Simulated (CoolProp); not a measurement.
1-butene along the isotherm 456.4 K: fugacity coefficient from the reference equation and from simpler models built on Tc = 419.3 K, pc = 4006 kPa, ω = 0.192; each cubic takes its own stable root.

Values from CoolProp's reference Helmholtz-energy equation of state, Lemmon 2005. It is a short technical equation, of lower accuracy than the large ones.

```
p (kPa)          phase  reference  van der Waals  Redlich-Kwong  Peng-Robinson
-------  -------------  ---------  -------------  -------------  -------------
3340               gas     0.7890         0.8013         0.7881         0.7740
6680     supercritical     0.5927         0.5960         0.5911         0.5804
10000    supercritical     0.4630         0.4800         0.4687         0.4585
13400    supercritical        ___         0.4240         0.4042         0.3920
16700    supercritical     0.3560         0.3967         0.3685         0.3541
20000    supercritical     0.3327         0.3836         0.3470         0.3303
23400    supercritical        ___         0.3795         0.3338            ___
26700    supercritical        ___            ___         0.3268         0.3051
30000    supercritical     0.3053         0.3891         0.3238         0.2995
33400    supercritical     0.3042         0.4007         0.3240         0.2968
36700    supercritical     0.3056         0.4155            ___         0.2965
40100    supercritical     0.3092         0.4341         0.3315         0.2982
```

**Question.** Some entries are withheld; supply them.

**Answer.** 
- 13400, reference: 0.3942
- 23400, reference: 0.3179
- 23400, Peng-Robinson: 0.3147
- 26700, reference: 0.3095
- 26700, van der Waals: 0.3819
- 36700, Redlich-Kwong: 0.3266
